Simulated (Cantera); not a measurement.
A closed system holds: 1 mol CO, 9.7 mol H2, 0.042 mol CO2, held at 0.000170 bar.

Equilibrium computed with Cantera from the NASA thermochemical tables; the gas is ideal and each condensed phase is pure. Candidate condensed phases: C, C6H6, C7H8, C8H18, H2O; 110 gas species. The numbers say what is thermodynamically allowed, not how fast it happens. All values below are at 1550 °C.

Base state: H2 0.870, CO 0.0954, H 0.0310, H2O 0.00374, CO2 0.000105 (mole fractions); condensed: gas only.

What changes in the equilibrium state with this change: CO replaced by toluene?


| species | before | after |
|---|---|---|
| H2 | 0.870 | 0.961 |
| H | 0.0310 | 0.0326 |
| CO | 0.0954 | 0.00599 |
| H2O | 0.00374 | <1e-9 |
| C2H2 (acetylene) | <1e-9 | 0.000203 |
| CO2 | 0.000105 | <1e-9 |
| C(graphite), mol | 0 | 6.95 |
